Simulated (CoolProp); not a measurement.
Carbon dioxide at 377.28 K and 21.2 MPa flows at 0.72 m/s in a round tube of 2 mm bore and 1.5 µm roughness, fully developed (64/Re and Nu = 3.66 if laminar; Colebrook and Gnielinski if turbulent). Each further row changes one setting.

Values from CoolProp's reference Helmholtz-energy equation of state, Span 1996.

| case | Reynolds number | Darcy friction factor | pressure drop (Pa/m) | heat-transfer coefficient (W/(m² K)) | mass flow (kg/h) |
|---|---|---|---|---|---|
| as stated | [?] | 0.0278 | 1770 | 2120 | 4.00 |
| velocity 1.44 m/s | 37500 | 0.0244 | 6220 | 3870 | 8.00 |
| diameter 4 mm | 37500 | 0.0234 | [?] | [?] | 16.0 |

Some entries are withheld; supply them.


- as stated, Reynolds number: 18800
- diameter 4 mm, pressure drop (Pa/m): 745
- diameter 4 mm, heat-transfer coefficient (W/(m² K)): 1860

Viscosity comes from a separate model (Laesecke 2017). Thermal conductivity comes from a separate model (Huber 2016).
